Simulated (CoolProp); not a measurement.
Vapour pressure (kPa) of octamethyltrisiloxane (MDM): the reference equation beside estimates from Tc = 565.4 K, pc = 1438 kPa, ω = 0.528. Clausius-Clapeyron is anchored at 418.3 K with a constant enthalpy of vaporisation of 36.87 kJ/mol.

Computed with CoolProp (reference Helmholtz-energy equation of state, Thol 2017).

```
T (K)  reference  Lee-Kesler  Clausius-Clapeyron  van der Waals  Redlich-Kwong  Soave-Redlich-Kwong  Peng-Robinson
-----  ---------  ----------  ------------------  -------------  -------------  -------------------  -------------
387.7      33.14       32.88               36.07          259.3          105.4                32.86          33.42
397.9      45.97       45.57               48.37          296.2          131.6                45.56          46.07
408.1      62.47       61.88               63.90          336.4          162.0                61.92          62.30
418.3      83.29       82.48               83.29          380.1          197.3                82.63          82.79
428.5      109.2       108.1               107.2          427.2          237.6                108.5          108.3
438.7      140.9       139.5               136.4          477.9          283.4                140.2          139.6
448.9      179.2       177.5               171.6          532.2          335.0                178.8          177.6
459.1      225.0       222.9               213.7          590.3          392.8                225.1          223.1
469.3      279.3       276.8               263.6          652.3          457.1                280.1          277.3
479.5      342.9       340.0               322.2          718.2          528.1                344.9          341.2
489.7      417.0       413.8               390.7          788.1          606.3                420.5          415.8
499.9      502.6       499.2               470.0          862.0          692.0                508.0          502.4
510.1      601.0       597.7               561.2          940.1          785.3                608.7          602.3
520.3      713.5       710.8               665.5           1022          886.7                723.8          716.8
530.4      840.6       838.9               782.7           1108          995.3                853.1          846.0
```

Absolute difference from the reference over all 15 rows, mean and median: Lee-Kesler 0.8 and 0.9 %, Clausius-Clapeyron 5.0 and 5.6 %, van der Waals 229.8 and 162.4 %, Redlich-Kwong 90.3 and 74.6 %, Soave-Redlich-Kwong 0.8 and 0.8 %, Peng-Robinson 0.6 and 0.6 %.
